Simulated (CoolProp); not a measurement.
Saturation properties of tetrahydrofuran.

Model: reference Helmholtz-energy equation of state, Fiedler 2023, in CoolProp.

```tsv
T (°C)	p (MPa)	liquid density (kg/m³)	vapour density (kg/m³)	liquid cp (kJ/(kg K))
-17.95	0.002237	928.3	0.07614	1.586
-8.15	0.004055	917.9	0.1330	1.614
1.65	0.006993	907.4	0.2215	1.644
11.45	0.01154	896.7	0.3535	1.676
21.25	0.01830	886.1	0.5433	1.710
31.05	0.02804	875.3	0.8078	1.746
40.95	0.04178	864.2	1.170	(withheld)
50.75	0.06029	(withheld)	1.646	1.822
60.55	0.08484	842.0	2.261	1.862
70.35	0.1167	830.6	3.042	(withheld)
80.15	0.1573	819.0	4.017	1.945
89.95	0.2080	807.2	5.220	1.988
99.85	0.2713	795.1	6.699	2.032
109.65	0.3476	782.8	8.466	2.078
```

**Question.** What belongs in the gaps?

**Answer.** 
- 40.95, liquid cp (kJ/(kg K)): 1.784
- 50.75, liquid density (kg/m³): 853.2
- 70.35, liquid cp (kJ/(kg K)): 1.903

It boils at 65.9 °C under 1 atm.
